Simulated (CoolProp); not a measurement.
Properties of nitrous oxide at several states (Tc = 36.4 °C, pc = 7.245 MPa, ω = 0.161).

Values from CoolProp's reference Helmholtz-energy equation of state, Lemmon 2006. It is a short technical equation, of lower accuracy than the large ones.

```json
[
 {"T (°C)": "41.75", "p (MPa)": "0.0131", "phase": "gas", "cp (kJ/(kg K))": "?", "isothermal compressibility (1/MPa)": "76.38", "expansivity (1/kK)": "3.182"},
 {"T (°C)": "-80.65", "p (MPa)": "0.0202", "phase": "gas", "cp (kJ/(kg K))": "0.7589", "isothermal compressibility (1/MPa)": "49.72", "expansivity (1/kK)": "5.267"},
 {"T (°C)": "58.05", "p (MPa)": "26.8", "phase": "supercritical", "cp (kJ/(kg K))": "1.958", "isothermal compressibility (1/MPa)": "0.009064", "expansivity (1/kK)": "4.833"},
 {"T (°C)": "110.05", "p (MPa)": "0.43", "phase": "gas", "cp (kJ/(kg K))": "0.9680", "isothermal compressibility (1/MPa)": "2.350", "expansivity (1/kK)": "2.703"},
 {"T (°C)": "69.25", "p (MPa)": "1.62", "phase": "gas", "cp (kJ/(kg K))": "?", "isothermal compressibility (1/MPa)": "0.6561", "expansivity (1/kK)": "?"},
 {"T (°C)": "86.55", "p (MPa)": "0.907", "phase": "gas", "cp (kJ/(kg K))": "0.9689", "isothermal compressibility (1/MPa)": "?", "expansivity (1/kK)": "3.043"}
]
```

Problem. Fill in the missing entries.

Solution. 
- 41.75, cp (kJ/(kg K)): 0.8942
- 69.25, cp (kJ/(kg K)): 0.9955
- 69.25, expansivity (1/kK): 3.538
- 86.55, isothermal compressibility (1/MPa): 1.133
